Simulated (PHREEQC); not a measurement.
Consider water at 25 °C with 0.0013 mol Cu(NO3)2, 0.049 mol HCl and 0.24 mol Na2SO4 per kg of water. Closed to the air; pH follows from the charge balance.

The numbers come from PHREEQC with the ion-association model, phreeqc.dat.

- pH: 2.00
- ionic strength: 0.576 mol/kgw
- activity of water: 0.988
- specific conductance: 33800 µS/cm
- density: 1.027 g/cm³
- total alkalinity: -49.0 meq/kg

```
species  molality  activity   log γ
-------  --------  --------  ------
Na+         0.419     0.300  -0.145
SO4-2       0.142    0.0276  -0.712
NaSO4-     0.0608    0.0416  -0.165
Cl-        0.0490    0.0314  -0.193
HSO4-      0.0360    0.0266  -0.132
H+         0.0130   0.00989  -0.119
NO3-      0.00260   0.00156  -0.222
```

This is a speciation only: nothing precipitates in the calculation. Species that the database lacks are ignored.
